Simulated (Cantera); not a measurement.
A freely propagating, adiabatic, planar premixed flame of 9.25 % CH₄, 16.8 % O₂, 63.3 % N₂, 9.25 % H₂O, 1.39 % CO₂, equivalence ratio 1.1, unburnt at 348 K and 0.701 atm; mixture-averaged transport, grid criteria slope 0.08 and curve 0.16, no radiation.

Cantera simulation using GRI-Mech 3.0 (53 species, 325 reactions); the numbers are that mechanism's predictions, not measurements. Burning velocities carry a grid error of a few per cent, more on coarse grids.

Question: Predict: laminar burning velocity; thermal thickness; peak x(H₂O₂); peak x(CO); peak x(O).

Answer: 
```
Item                         Result
------------------------  ---------
laminar burning velocity  33.0 cm/s
thermal thickness          0.789 mm
peak x(H₂O₂)                2.13e-5
peak x(CO)                   0.0437
peak x(O)                   0.00135
```
